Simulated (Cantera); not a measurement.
Cantera run, input and output.

```python
import numpy as np
import cantera as ct

gas = ct.Solution("h2o2.yaml")
gas.TPX = 1098, 1100, {'H2': 0.015, 'O2': 1}
reactor = ct.IdealGasConstPressureReactor(gas, energy="off", clone=False)
net = ct.ReactorNet([reactor])
net.rtol, net.atol = 1e-08, 1e-18
show = ['H2', 'O2', 'O', 'HO2', 'H2O', 'H']
times = np.geomspace(2e-05, 7, 15)

steps = ct.SolutionArray(gas, extra=["t"])
rows = []
print(f"{'t/s':>10s}{'T/K':>9s}{'P/Pa':>11s}" + "".join(f"{s:>11s}" for s in show))
for t in times:
    while net.time < t:
        t_next = net.step()
        steps.append(gas.state, t=t_next)
    rows.append([np.interp(t, steps.t, y) for y in (steps.T, steps.P, *steps(*show).X.T)])
    print(f"{t:10.3e}{rows[-1][0]:9.1f}{rows[-1][1]:11.4g}" + "".join(f"{x:11.3e}" for x in rows[-1][2:]))
rate = np.gradient(steps.T, steps.t)
print("integrator steps:", len(steps.t))
if steps.T.max() > steps.T[0] + 200:
    print(f"time of steepest temperature rise: {steps.t[rate.argmax()]:.4e} s")
gas.TPX = 1098, 1100, {'H2': 0.015, 'O2': 1}
gas.equilibrate("TP")
print(f"equilibrium (TP): T = {gas.T:.1f} K  " + "  ".join(f"{s} {gas[s].X[0]:.3e}" for s in show))
```

Output:

```
       t/s      T/K       P/Pa         H2         O2          O        HO2        H2O          H
 2.000e-05   1098.0       1100  1.478e-02  9.852e-01  2.880e-12  2.674e-11  6.058e-14  2.389e-11
 4.978e-05   1098.0       1100  1.478e-02  9.852e-01  1.603e-11  6.658e-11  8.526e-13  5.126e-11
 1.239e-04   1098.0       1100  1.478e-02  9.852e-01  7.931e-11  1.659e-10  1.056e-11  9.643e-11
 3.084e-04   1098.0       1100  1.478e-02  9.852e-01  3.478e-10  4.136e-10  1.112e-10  1.738e-10
 7.674e-04   1098.0       1100  1.478e-02  9.852e-01  1.653e-09  1.034e-09  1.078e-09  4.427e-10
 1.910e-03   1098.0       1100  1.478e-02  9.852e-01  1.513e-08  2.639e-09  1.568e-08  3.015e-09
 4.754e-03   1098.0       1100  1.478e-02  9.852e-01  1.445e-06  1.517e-08  1.722e-06  2.746e-07
 1.183e-02   1098.0       1100  3.560e-03  9.762e-01  7.091e-03  2.522e-06  9.309e-03  1.870e-03
 2.945e-02   1098.0       1100  8.689e-05  9.745e-01  9.906e-03  1.547e-06  1.388e-02  9.182e-04
 7.329e-02   1098.0       1100  5.949e-05  9.777e-01  6.859e-03  1.339e-06  1.419e-02  5.261e-04
 1.824e-01   1098.0       1100  2.912e-05  9.815e-01  3.330e-03  9.846e-07  1.452e-02  1.781e-04
 4.540e-01   1098.0       1100  9.139e-06  9.839e-01  1.048e-03  5.575e-07  1.473e-02  3.148e-05
 1.130e+00   1098.0       1100  2.051e-06  9.848e-01  2.386e-04  2.359e-07  1.482e-02  3.425e-06
 2.813e+00   1098.0       1100  4.085e-07  9.850e-01  4.832e-05  7.847e-08  1.486e-02  3.129e-07
 7.000e+00   1098.0       1100  8.570e-08  9.851e-01  1.029e-05  2.293e-08  1.488e-02  3.082e-08
integrator steps: 1377
equilibrium (TP): T = 1098.0 K  H2 1.806e-10  O2 9.851e-01  O 2.260e-08  HO2 1.547e-09  H2O 1.489e-02  H 3.190e-12
```

Cantera simulation using the H2/O2 subset of GRI-Mech 3.0, which has no nitrogen chemistry; the numbers are that mechanism's predictions, not measurements. Radical loss at walls, strong at low pressure, is not modelled.
